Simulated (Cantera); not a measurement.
A perfectly stirred reactor is fed with CO : O2 : H2O : N2 = 0.009 : 0.01 : 0.021 : 1 (molar parts), at 140000 Pa; it is held at 1475 K, and followed from long to short residence time.

Detailed kinetics in Cantera: GRI-Mech 3.0 (53 species, 325 reactions).

Q: What does this change do: pressure from 140000 Pa to 101000 Pa?

A: 
```csv
quantity,before,after
x(CO) at τ = 4.50 s,1.72e-5,2.13e-5
x(O2) at τ = 4.50 s,0.00531,0.00531
x(H2O) at τ = 4.50 s,0.0203,0.0202
x(H2O2) at τ = 4.50 s,4.02e-9,4.26e-9
x(O) at τ = 4.50 s,2.66e-6,4.00e-6
x(CO) at τ = 27.0 ms,0.000504,0.000600
x(O2) at τ = 27.0 ms,0.00555,0.00561
x(H2O) at τ = 27.0 ms,0.0200,0.0199
x(H2O2) at τ = 27.0 ms,5.66e-8,5.59e-8
x(O) at τ = 27.0 ms,6.63e-5,9.94e-5
```

Q: What does this change do: CO 0.009 to 0.063 parts?

A: 
```csv
quantity,before,after
x(CO) at τ = 4.50 s,1.72e-5,0.0330
x(O2) at τ = 4.50 s,0.00531,3.32e-6
x(H2O) at τ = 4.50 s,0.0203,0.0127
x(H2O2) at τ = 4.50 s,4.02e-9,5.78e-11
x(O) at τ = 4.50 s,2.66e-6,6.51e-8
x(CO) at τ = 27.0 ms,0.000504,0.0332
x(O2) at τ = 27.0 ms,0.00555,5.50e-5
x(H2O) at τ = 27.0 ms,0.0200,0.0128
x(H2O2) at τ = 27.0 ms,5.66e-8,5.81e-9
x(O) at τ = 27.0 ms,6.63e-5,1.19e-5
```
